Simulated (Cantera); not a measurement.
A perfectly stirred reactor is fed with H₂ : O₂ : N₂ : NO = 1 : 0.417 : 4.58 : 0.01 (molar parts), at 100000 Pa; it is adiabatic with a 475 K inlet, and is followed from long to short residence time, starting on the burning branch (τ in s: 0.03, 0.013, 0.0061, 0.0028, 0.0013, 0.00057, 0.00026, 0.00012, 5.3e-05).

Computed with Cantera and GRI-Mech 3.0 (53 species, 325 reactions). The mechanism lacks 2 NO + O2 → 2 NO2 and HONO, so NO2 and the effect of NO are under-described below about 1400 K.

Q: What does this change do: inlet temperature 475 to 373 K?

A: 
```json
[
 {"quantity": "blow-out, bracketed by the residence times tried", "before": "burning at 0.120 ms, out at 53.0 µs", "after": "burning at 0.260 ms, out at 0.120 ms"},
 {"quantity": "x(H₂) at τ = 30.0 ms", "before": "0.0282", "after": "0.0282"},
 {"quantity": "x(O₂) at τ = 30.0 ms", "before": "0.000249", "after": "0.000274"},
 {"quantity": "x(NO) at τ = 30.0 ms", "before": "0.000842", "after": "0.000802"},
 {"quantity": "x(O) at τ = 30.0 ms", "before": "3.85e-5", "after": "2.90e-5"},
 {"quantity": "x(NO₂) at τ = 30.0 ms", "before": "6.40e-9", "after": "5.99e-9"},
 {"quantity": "x(H₂) at τ = 1.30 ms", "before": "0.0296", "after": "0.0299"},
 {"quantity": "x(O₂) at τ = 1.30 ms", "before": "0.00227", "after": "0.00237"},
 {"quantity": "x(NO) at τ = 1.30 ms", "before": "0.00165", "after": "0.00164"},
 {"quantity": "x(O) at τ = 1.30 ms", "before": "0.000532", "after": "0.000417"},
 {"quantity": "x(NO₂) at τ = 1.30 ms", "before": "4.33e-8", "after": "4.40e-8"}
]
```
